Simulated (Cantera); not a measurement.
Roasting and sulfation: MgO + H2S + O2

A closed system holds: 1 mol MgO, a varied amount of H2S, 0.11 mol O2, held at 702 °C and 20.0 bar.

Equilibrium computed with Cantera from the NASA thermochemical tables; the gas is ideal and each condensed phase is pure. Candidate condensed phases: H2O, H2SO4, Mg, MgO, Mg(OH)2, MgS, MgSO4, S; 26 gas species. Gases not in the tables: S3 to S7. The numbers say what is thermodynamically allowed, not how fast it happens.

From 0.099 mol H2S to 0.74 mol H2S the condensed part is MgO(s).

```tsv
n(H2S) (mol)	x H2S	x H2O	x SO2	x S2	x S8	x S2O	n MgO(s)
0.099	0.0747	0.490	0.379	0.0472	0.000202	0.00778	1.00
0.13	0.135	0.487	0.279	0.0856	0.00218	0.0104	1.00
0.18	0.209	0.482	0.177	0.115	0.00700	0.0103	1.00
0.23	0.271	0.468	0.115	0.126	0.0104	0.00897	1.00
0.31	0.356	0.432	0.0605	0.131	0.0121	0.00669	1.00
0.42	0.452	0.376	0.0271	0.128	0.0108	0.00439	1.00
0.55	0.540	0.317	0.0120	0.118	0.00801	0.00276	1.00
0.74	0.630	0.252	0.00463	0.104	0.00480	0.00156	1.00
```
x: gas mole fraction; n: condensed amount in mol.
